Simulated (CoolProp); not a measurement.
Vapour-liquid equilibrium of acetone (1) + cyclohexane (2) at 346.7 K; x and y are mole fractions of (1).

Computed with CoolProp (multi-fluid Helmholtz-energy mixture model, Lemmon 2006 and Zhou 2014; pair parameters Bell 2016).

**Question.** Give the bubble pressure and the first vapour's composition at x = 0.65, 0.75, 0.95. Is there an azeotrope?

**Answer.** x = 0.65: 188.7 kPa, y = 0.711; x = 0.75: 190.2 kPa, y = 0.757; x = 0.95: 183.3 kPa, y = 0.926. y crosses x between x = 0.75 and 0.85: the model has an azeotrope there.

Pair parameters are fitted to limited data, so mixtures are less certain than the pure fluids. With so large a gap from Raoult's law the liquid may split in two, which this calculation doesn't test in full.
